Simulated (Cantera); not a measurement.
A closed system holds: 1 mol Ta, 5.7 mol N₂O, 0.34 mol N₂, 0.36 mol CO₂.

Equilibrium computed with Cantera from the NASA thermochemical tables; the gas is ideal and each condensed phase is pure. Candidate condensed phases: C, Ta, TaC, Ta₂O₅; 27 gas species. Equilibrium is a limit: real reactors are often held back by kinetics, nucleation or transport.

**Question.** What condenses at these points (T in K, P in Pa): (1950, 1000); (2250, 1); (2550, 1000); (1850, 1000000); (2650, 1)?

**Answer.** 
```csv
T (K),P in Pa,condensed phases,Ta condensed (%)
1950,1000,Ta₂O₅,100.0
2250,1,gas only,0.0
2550,1000,Ta₂O₅,96.7
1850,1000000,Ta₂O₅,100.0
2650,1,gas only,0.0
```
